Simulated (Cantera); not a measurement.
Input: 1 mol (CH3)2SiCl2, 2.5 mol HCl, 1.5 mol H2, held at 1450 °C and 0.970 bar.

These are equilibrium values from Cantera (NASA tables, ideal gas, pure condensed phases), not measurements of a reactor. Candidate condensed phases: C, C6H6, C7H8, C8H18, Si, SiC; 109 gas species. The feed counts by its element totals alone. The tables' values for SiCl3 are old estimates; treat these amounts as uncertain. The numbers say what is thermodynamically allowed, not how fast it happens.

Base state: H2 0.503, HCl 0.451, SiCl2 0.0234, SiCl3 0.0105, SiCl4 0.00890, SiHCl3 0.00204, CH4 0.000247, H 0.000132 (mole fractions); condensed: C(graphite) + SiC(s).

Task: What changes in the equilibrium state with this change: pressure from 0.970 bar to 0.00370 bar?

Result: 
```csv
species,before,after
HCl,0.451,0.496
H2,0.503,0.469
SiCl2,0.0234,0.0303
SiCl3,0.0105,0.000961
CH4,0.000247,8.17e-7
SiH2Cl2,8.26e-5,3.81e-7
SiHCl3,0.00204,1.11e-5
SiCl4,0.00890,5.72e-5
Cl,9.14e-5,0.00169
"C(graphite), mol",1.35,1.25
"SiC(s), mol",0.646,0.749
```
The tables' values for SiCl3, SiCl are old estimates; treat these amounts as uncertain.

Task: What changes in the equilibrium state with this change: temperature from 1450 °C to 1327 °C?

Result: 
```json
[
 {"species": "H2", "before": "0.503", "after": "0.522"},
 {"species": "HCl", "before": "0.451", "after": "0.430"},
 {"species": "SiCl4", "before": "0.00890", "after": "0.0203"},
 {"species": "SiCl2", "before": "0.0234", "after": "0.0129"},
 {"species": "SiCl3", "before": "0.0105", "after": "0.0103"},
 {"species": "Cl", "before": "9.14e-5", "after": "2.60e-5"},
 {"species": "H", "before": "0.000132", "after": "3.99e-5"},
 {"species": "C2H2 (acetylene)", "before": "4.56e-5", "after": "1.44e-5"},
 {"species": "CH4", "before": "0.000247", "after": "0.000431"},
 {"species": "C(graphite), mol", "before": "1.35", "after": "1.36"},
 {"species": "SiC(s), mol", "before": "0.646", "after": "0.634"}
]
```
